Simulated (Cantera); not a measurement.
An adiabatic, constant-volume homogeneous reactor starts with H2 : O2 : N2 : NO = 1 : 0.893 : 3.36 : 0.013 (molar parts), at 1475 K and 4.50 bar. Integrator tolerance rtol = 1e-08.

Computed with Cantera and GRI-Mech 3.0 (53 species, 325 reactions). The hydrogen kinetics of GRI-Mech 3.0 are dated; newer H2 mechanisms differ, most at raised pressure.

Task: What does this change do: O2 0.893 to 0.62 parts?

Result: 
| quantity | before | after |
|---|---|---|
| time of steepest temperature rise | 3.40 µs | 4.14 µs |
| temperature at 0.300 s | 2825 K | 2884 K |
| equilibrium temperature | 2825 K | 2884 K |
| x(H2) at 0.300 s | 0.00620 (gas-phase equilibrium 0.00620) | 0.0137 (gas-phase equilibrium 0.0137) |
| x(O2) at 0.300 s | 0.0680 (gas-phase equilibrium 0.0680) | 0.0223 (gas-phase equilibrium 0.0223) |
| x(NO) at 0.300 s | 0.0203 (gas-phase equilibrium 0.0203) | 0.0130 (gas-phase equilibrium 0.0130) |
| x(HO2) at 0.300 s | 2.98e-5 (gas-phase equilibrium 2.98e-5) | 1.48e-5 (gas-phase equilibrium 1.48e-5) |
| x(H2O2) at 0.300 s | 1.81e-6 (gas-phase equilibrium 1.81e-6) | 1.18e-6 (gas-phase equilibrium 1.18e-6) |
| x(H2O) at 0.300 s | 0.189 (gas-phase equilibrium 0.189) | 0.193 (gas-phase equilibrium 0.193) |

Task: What does this change do: 0.44 parts H2O added?

Result: 
```tsv
quantity	before	after
time of steepest temperature rise	3.40 µs	3.95 µs
temperature at 0.300 s	2825 K	2709 K
equilibrium temperature	2825 K	2709 K
x(H2) at 0.300 s	0.00620 (gas-phase equilibrium 0.00620)	0.00559 (gas-phase equilibrium 0.00559)
x(O2) at 0.300 s	0.0680 (gas-phase equilibrium 0.0680)	0.0646 (gas-phase equilibrium 0.0646)
x(NO) at 0.300 s	0.0203 (gas-phase equilibrium 0.0203)	0.0161 (gas-phase equilibrium 0.0161)
x(HO2) at 0.300 s	2.98e-5 (gas-phase equilibrium 2.98e-5)	2.60e-5 (gas-phase equilibrium 2.60e-5)
x(H2O2) at 0.300 s	1.81e-6 (gas-phase equilibrium 1.81e-6)	1.93e-6 (gas-phase equilibrium 1.93e-6)
x(H2O) at 0.300 s	0.189 (gas-phase equilibrium 0.189)	0.258 (gas-phase equilibrium 0.258)
```
